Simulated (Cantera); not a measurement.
What does this Cantera script print?

```python
import numpy as np
import cantera as ct

gas_names = """
    H HO2 H2 H2O H2O2 O OH O2 O3 Si SiH SiH2 SiH3 SiH4 SiO SiO2 Si2 Si3
""".split()
cond_names = """
    H2O(s) H2O(L) Si(cr) Si(L) SiO2(Lqz) SiO2(hqz) SiO2(L)
""".split()


# ... load() reads the species with a 1 bar reference pressure and builds the phases ...
atoms = {
    'Si': {'Si': 1},
    'H2O': {'H': 2, 'O': 1},
    'H2': {'H': 2},
}
top_T = {}  # K; cautious upper limits of use, not melting points


# ... equilibrate(T, P, feed) seeds the gas with the atoms and calls Mixture.equilibrate('TP', solver="vcs", rtol=1e-11, max_steps=5000) ...
results = []
T = 2273  # K
P = 5200  # Pa
for m in [44, 56, 70, 89, 110, 140, 180, 220, 280, 360, 450, 570]:
    feed = {'Si': 1, 'H2O': 0.62, 'H2': m}  # mol
    mix = equilibrate(T, P, feed)
    results.append((T, P, feed, dict(zip(mix.species_names, mix.species_moles))))

top = {s: max(r[3][s] / sum(r[3][g] for g in gas_names) for r in results) for s in gas_names}
cols = sorted((s for s in top if top[s] > 0.001), key=lambda s: -top[s])[:9]
seen = [c for c in cond_names if any(r[3].get(c, 0) > 1e-12 for r in results)]
print("log10 of partial pressures in bar; condensed amounts in mol")
print(f"{'n(H2)':>10s}" + "".join(f"{s[:9]:>10s}" for s in cols + seen))
for T, P, feed, n in results:
    ng = sum(n[g] for g in gas_names)
    print(f"{feed['H2']:10.4g}" + "".join(f"{np.log10(max(n[s] / ng * P / 1e5, 1e-99)):10.3f}" for s in cols)
          + "".join(f"{n.get(c, 0):10.4g}" for c in seen))
```

It prints:

```
log10 of partial pressures in bar; condensed amounts in mol
     n(H2)        H2         H       SiO        Si
        44    -1.310    -2.730    -3.158    -3.426
        56    -1.308    -2.729    -3.260    -3.526
        70    -1.306    -2.729    -3.354    -3.619
        89    -1.305    -2.728    -3.457    -3.720
       110    -1.304    -2.728    -3.547    -3.810
       140    -1.303    -2.727    -3.651    -3.913
       180    -1.302    -2.727    -3.759    -4.020
       220    -1.302    -2.727    -3.845    -4.106
       280    -1.302    -2.726    -3.949    -4.210
       360    -1.301    -2.726    -4.058    -4.318
       450    -1.301    -2.726    -4.154    -4.415
       570    -1.301    -2.726    -4.257    -4.517
```

These are equilibrium values from Cantera (NASA tables, ideal gas, pure condensed phases), not measurements of a reactor. Gases not in the tables: Si2H6 and higher silanes.
